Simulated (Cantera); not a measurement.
## Diamond growth

A diamond (100) surface in a fixed gas of H2 with x(CH4) = 0.003, x(H) = 0.0027, x(CH3) = 0.00028, 8.25 Torr; coverages are run to steady state.

Model: the Harris–Goodwin 1993 mechanism for the reconstructed diamond (100) surface, integrated in Cantera.

```tsv
T (K)	growth (µm/h)	θ c6HH	θ c6H*	θ c6*H	θ c6**	θ c6HM
925	0.968	0.611	0.0112	0.287	0.00481	0.0677
975	1.14	0.580	0.0151	0.331	0.00727	0.0494
1025	1.10	0.552	0.0196	0.375	0.0105	0.0302
1075	0.799	0.524	0.0247	0.416	0.0145	0.0141
1125	0.506	0.493	0.0300	0.449	0.0192	0.00534
1175	0.358	0.461	0.0353	0.475	0.0243	0.00185
1225	0.322	0.432	0.0406	0.495	0.0297	0.000640
1275	0.331	0.407	0.0458	0.511	0.0353	0.000224
1325	0.313	0.384	0.0509	0.522	0.0410	7.87e-5
1375	0.233	0.366	0.0559	0.531	0.0467	2.78e-5
```
θ: site fractions in the mechanism's names (c6HH fully hydrogenated, c6H* and c6*H radical sites, c6** diradical, c6HM methylated).
